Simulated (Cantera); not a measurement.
An isothermal, constant-pressure homogeneous reactor starts with NO : N₂ = 1 : 0.47 (molar parts), at 2025 K and 0.0132 atm. Integrator tolerance rtol = 1e-08.

Model: GRI-Mech 3.0 (53 species, 325 reactions), integrated in Cantera. Radical loss at walls, strong at low pressure, is not modelled.

Task: What does this change do: temperature 2025 to 1925 K?

Result: 
```csv
quantity,before,after
x(NO) at 10.0 s,0.201 (gas-phase equilibrium 0.00944),0.501 (gas-phase equilibrium 0.00715)
x(O₂) at 10.0 s,0.237 (gas-phase equilibrium 0.333),0.0891 (gas-phase equilibrium 0.335)
x(O) at 10.0 s,0.00349 (gas-phase equilibrium 0.00406),0.00106 (gas-phase equilibrium 0.00186)
x(N₂O) at 10.0 s,8.30e-6 (gas-phase equilibrium 5.57e-8),6.69e-5 (gas-phase equilibrium 4.26e-8)
x(N₂) at 10.0 s,0.558 (gas-phase equilibrium 0.654),0.409 (gas-phase equilibrium 0.656)
x(NO₂) at 10.0 s,4.03e-5 (gas-phase equilibrium 2.27e-6),7.02e-5 (gas-phase equilibrium 2.05e-6)
```

Task: What does this change do: pressure from 0.0132 atm to 0.424 atm?

Result: 
```tsv
quantity	before	after
x(NO) at 10.0 s	0.201 (gas-phase equilibrium 0.00944)	0.0110 (gas-phase equilibrium 0.00947)
x(O₂) at 10.0 s	0.237 (gas-phase equilibrium 0.333)	0.334 (gas-phase equilibrium 0.335)
x(O) at 10.0 s	0.00349 (gas-phase equilibrium 0.00406)	0.000717 (gas-phase equilibrium 0.000718)
x(N₂O) at 10.0 s	8.30e-6 (gas-phase equilibrium 5.57e-8)	3.29e-7 (gas-phase equilibrium 3.18e-7)
x(N₂) at 10.0 s	0.558 (gas-phase equilibrium 0.654)	0.654 (gas-phase equilibrium 0.655)
x(NO₂) at 10.0 s	4.03e-5 (gas-phase equilibrium 2.27e-6)	1.50e-5 (gas-phase equilibrium 1.30e-5)
```
